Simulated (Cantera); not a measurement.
Source: NASA polynomial tables (part measured, part estimated), evaluated in Cantera. Values are per mole of reaction as written; species without (g) are pure solids or liquids, kept so even where they would boil at 1 bar.

### Question
Between 350 and 550 K, where is each reaction favourable under standard conditions?
- 4 Ni₃S₄ + C₂H₄(g) ⇌ 2 H₂(g) + 12 NiS + 2 CS₂(g)

### Answer
- 4 Ni₃S₄ + C₂H₄(g) ⇌ 2 H₂(g) + 12 NiS + 2 CS₂(g): ΔG° is 189 kJ at 350 K and 107 kJ at 550 K; it stays positive (K < 1). ΔH° is 327 kJ and ΔS° 400 J/K at 550 K.
